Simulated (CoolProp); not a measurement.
Computed with CoolProp (reference Helmholtz-energy equation of state, Schmidt 1985). Above 300 K oxygen's equation is extrapolated.

For oxygen, give the phase and the cp (kJ/(kg K)), speed of sound (m/s), Joule-Thomson coefficient (K/MPa), viscosity (µPa s) at 431.2 K and 1.15 MPa; 651.9 K and 4.62 MPa; 846 K and 1.6 MPa.


- 431.2 K and 1.15 MPa: gas; cp 0.958, speed of sound 394, Joule-Thomson coefficient 1.14, viscosity 27.5
- 651.9 K and 4.62 MPa: gas; cp 1.03, speed of sound 485, Joule-Thomson coefficient 0.172, viscosity 37.4
- 846 K and 1.6 MPa: gas; cp 1.07, speed of sound 542, Joule-Thomson coefficient -0.133, viscosity 44.1

Viscosity comes from a separate model (Lemmon 2004).
